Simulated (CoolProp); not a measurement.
Vapour-liquid equilibrium of carbon dioxide (1) + R124 (2) at 237.9 K; x and y are mole fractions of (1).

Computed with CoolProp (multi-fluid Helmholtz-energy mixture model, Span 1996 and de Vries 1995; pair parameters Bell 2016).

```csv
x,"bubble pressure, mixture model (MPa)","bubble pressure, Raoult's law (MPa)","y, mixture model","y, Raoult's law"
0.05,0.09321,0.09197,0.644,0.648
0.125,0.1757,0.1788,0.820,0.833
0.2,0.2535,0.2656,0.881,0.897
0.275,0.3292,0.3525,0.914,0.930
0.35,0.4046,0.4393,0.935,0.950
0.425,0.4815,0.5261,0.949,0.963
0.5,0.5610,0.6130,0.961,0.972
0.575,0.6442,0.6998,0.970,0.979
0.65,0.7315,0.7867,0.977,0.985
0.725,0.8235,0.8735,0.984,0.989
0.8,0.9199,0.9603,0.989,0.993
0.875,1.020,1.047,0.994,0.996
0.95,1.123,1.134,0.998,0.998
```

The largest gap from Raoult's law is -8.5 % in bubble pressure, at x = 0.425. No azeotrope shows between x = 0.05 and 0.95.

Pair parameters are fitted to limited data, so mixtures are less certain than the pure fluids. The gap from Raoult's law changes sign with composition, which may be real or a fault of the pair parameters; it wasn't checked against measurements.
